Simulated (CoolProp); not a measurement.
Vapour-liquid equilibrium of benzene (1) + toluene (2) at 112 kPa; x and y are mole fractions of (1).

The numbers come from the multi-fluid Helmholtz-energy mixture model, Thol 2012 and Lemmon 2006; pair parameters Bell 2016 in CoolProp.

Give the bubble temperature and the first vapour's composition at x = 0.2, 0.35, 0.8. Is there an azeotrope?

x = 0.2: 379.0 K, y = 0.363; x = 0.35: 373.6 K, y = 0.556; x = 0.8: 360.9 K, y = 0.907. No azeotrope shows between x = 0.05 and 0.95.

Pair parameters are fitted to limited data, so mixtures are less certain than the pure fluids.
